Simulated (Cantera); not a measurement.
An isothermal, constant-pressure homogeneous reactor starts with 2.50 % C₂H₆, 97.5 % N₂, at 1473 K and 0.0133 bar.

Model: GRI-Mech 3.0 (53 species, 325 reactions), integrated in Cantera. GRI-Mech 3.0 stops at C3 and has no aromatics, soot or wall deposition, so with more carbon than oxygen in the feed, carbon stays in small species such as C2H2 where larger ones or solid carbon would form. Radical loss at walls, strong at low pressure, is not modelled.

One state of this run: x C₂H₆ = 0.00612; x CH₂ = 6.17e-6; x H = 0.000220; x CH₄ = 0.00414; x H₂ = 0.0149; x C₂H = 5.43e-8. x: mole fraction; the columns are a selection and need not sum to one.

Question: Which value of t (s) does it belong to?
(A) 0.179
(B) 0.00797
(C) 0.000356
(D) 4.00

Answer: B, 0.00797
